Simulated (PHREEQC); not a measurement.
A column of 0.2 m (40 cells, dispersivity 0.007 m, 720 s a shift, diffusion coefficient 3e-10 m²/s) holds 0.00044 eq of the database's cation exchanger X per kg of pore water, first in equilibrium with 0.0013 mol ZnCl2 and 1e-05 mol HCl per kg of water. It is flushed with 0.0013 mol/kgw NaCl and 1e-05 mol/kgw HCl, at 15 °C. Values are for the last cell. The system is closed to CO2. Nothing may precipitate in this run.

All values are PHREEQC results (ion-association model, phreeqc.dat), not measurements.

| pore volumes | Na in solution (mol/kgw) | Zn in solution (mol/kgw) | Cl in solution (mol/kgw) |
|---|---|---|---|
| 0 | 0 | 0.00130 | 0.00261 |
| 0.2125 | 0 | 0.00130 | 0.00261 |
| 0.3125 | 1.83e-9 | 0.00130 | 0.00261 |
| 0.5125 | 8.34e-6 | 0.00129 | 0.00260 |
| 0.7125 | 0.000152 | 0.00114 | 0.00245 |
| 0.8125 | 0.000319 | 0.000975 | 0.00228 |
| 1.012 | 0.000712 | 0.000573 | 0.00187 |
| 1.212 | 0.00100 | [?] | 0.00156 |
| 1.312 | [?] | 0.000185 | 0.00147 |
| 1.512 | 0.00118 | 8.63e-5 | 0.00137 |
| 1.712 | 0.00122 | 4.67e-5 | 0.00133 |
| 1.812 | 0.00124 | 3.67e-5 | 0.00132 |
| 2.013 | 0.00125 | 2.54e-5 | 0.00131 |
| 2.212 | 0.00126 | 1.94e-5 | 0.00131 |
| 2.312 | 0.00127 | 1.74e-5 | 0.00131 |
| 2.513 | 0.00127 | [?] | 0.00131 |
| 2.712 | 0.00127 | [?] | 0.00131 |
| 2.812 | 0.00128 | 1.18e-5 | 0.00131 |
| 3.013 | 0.00128 | 1.06e-5 | 0.00131 |

**Question.** What belongs in the gaps?

**Answer.** 
- 1.212, Zn in solution (mol/kgw): 0.000275
- 1.312, Na in solution (mol/kgw): 0.00109
- 2.513, Zn in solution (mol/kgw): 1.46e-5
- 2.712, Zn in solution (mol/kgw): 1.26e-5

Complexes and solids missing from the database can't appear.
